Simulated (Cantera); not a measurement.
Charge: 1 mol AlCl₃, 1.2 mol HCl, 860 mol H₂, at 0.000930 bar.

Method: chemical equilibrium by Gibbs-energy minimisation in Cantera with the NASA 1993 tables (ideal gas, pure condensed phases). Candidate condensed phases: Al, AlCl₃; 12 gas species. The tables' values for AlCl₂ are old estimates; treat these amounts as uncertain. Equilibrium is a limit: real reactors are often held back by kinetics, nucleation or transport.

log p: log10 of the partial pressure in bar; nothing condenses.

```csv
T (°C),log p H₂,log p H,log p HCl,log p AlCl₃,log p AlCl,log p Al
627,-3.03,-11.45,-5.89,-5.97,-9.53,<-15
702,-3.03,-10.46,-5.88,-5.97,-8.03,<-15
777,-3.03,?,?,?,?,?
852,-3.03,-8.87,-5.65,-6.25,-6.35,-12.60
927,-3.03,-8.22,-5.52,-6.72,-6.09,-11.63
1002,-3.03,-7.65,-5.48,-7.41,-6.00,-10.85
1077,-3.03,-7.14,-5.47,-8.14,-5.98,-10.18
1152,-3.03,?,-5.46,?,-5.97,?
1227,-3.03,-6.27,-5.46,-9.42,-5.97,-9.06
1302,-3.03,-5.90,-5.46,-9.98,-5.97,-8.58
1377,-3.03,-5.56,-5.46,-10.48,-5.97,-8.15
1452,-3.04,-5.25,-5.46,-10.94,-5.98,-7.75
1527,-3.04,-4.97,-5.46,-11.37,-5.99,-7.40
1602,-3.04,-4.70,-5.46,-11.77,-6.01,-7.09
```

**Question.** Fill in the missing entries.

**Answer.** 
- 1152, log p H: -6.68
- 1152, log p AlCl₃: -8.81
- 1152, log p Al: -9.59
- 777, log p H: -9.61
- 777, log p HCl: -5.81
- 777, log p AlCl₃: -6.03
- 777, log p AlCl: -6.93
- 777, log p Al: -13.98
